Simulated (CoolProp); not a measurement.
The numbers come from the reference Helmholtz-energy equation of state, Colonna 2008 in CoolProp. It is a short technical equation, of lower accuracy than the large ones.

Problem. Give the vapour pressure (MPa), liquid density (kg/m³), vapour density (kg/m³), enthalpy of vaporisation (kJ/kg) of saturated dodecamethylcyclohexasiloxane (D6) at 175.25, 202.15 °C.

Solution. 
| T (°C) | p (MPa) | liquid density (kg/m³) | vapour density (kg/m³) | enthalpy of vaporisation (kJ/kg) |
|---|---|---|---|---|
| 175.25 | 0.0157 | 797 | 1.92 | 118 |
| 202.15 | 0.0351 | 764 | 4.12 | 111 |
